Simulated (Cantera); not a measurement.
A closed system holds: 1 mol SiH₂Cl₂, 0.29 mol C₂H₂, 1100 mol H₂, a varied amount of C₂H₄, held at 923.15 K and 0.0110 bar.

Method: chemical equilibrium by Gibbs-energy minimisation in Cantera with the NASA 1993 tables (ideal gas, pure condensed phases). Candidate condensed phases: C, C₆H₆, C₇H₈, C₈H₁₈, Si, SiC; 109 gas species. The numbers say what is thermodynamically allowed, not how fast it happens.

### Question
At 0.83 mol C₂H₄, list the 3 most abundant gas species with their mole fractions, and the condensed phases.

### Answer
H₂ 0.997, HCl 0.00181, CH₄ 0.00112. Condensed: SiC(s).
